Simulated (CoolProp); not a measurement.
Vapour-liquid equilibrium of C2F6 (R116) (1) + R22 (2) at 251.5 K; x and y are mole fractions of (1).

Model: multi-fluid Helmholtz-energy mixture model, Lemmon 2006 and Kamei 1995; pair parameters Bell 2016, in CoolProp.

| x | bubble pressure, mixture model (bar) | bubble pressure, Raoult's law (bar) | y, mixture model | y, Raoult's law |
|---|---|---|---|---|
| 0.05 | 3.882 | 2.684 | 0.411 | 0.185 |
| 0.15 | 5.934 | 3.449 | 0.625 | 0.433 |
| 0.25 | 7.062 | 4.214 | 0.696 | 0.591 |
| 0.35 | 7.721 | 4.980 | 0.732 | 0.700 |
| 0.45 | 8.173 | 5.745 | 0.757 | 0.780 |
| 0.55 | 8.550 | 6.510 | 0.781 | 0.841 |
| 0.65 | 8.912 | 7.276 | 0.808 | 0.889 |
| 0.75 | 9.273 | 8.041 | 0.844 | 0.928 |
| 0.85 | 9.610 | 8.806 | 0.892 | 0.961 |
| 0.95 | 9.874 | 9.572 | 0.958 | 0.988 |

The largest gap from Raoult's law is +72.0 % in bubble pressure, at x = 0.15. No azeotrope shows between x = 0.05 and 0.95.

The pair parameters rest on a limited set of measurements; away from them the model extrapolates. With so large a gap from Raoult's law the liquid may split in two, which this calculation doesn't test in full.
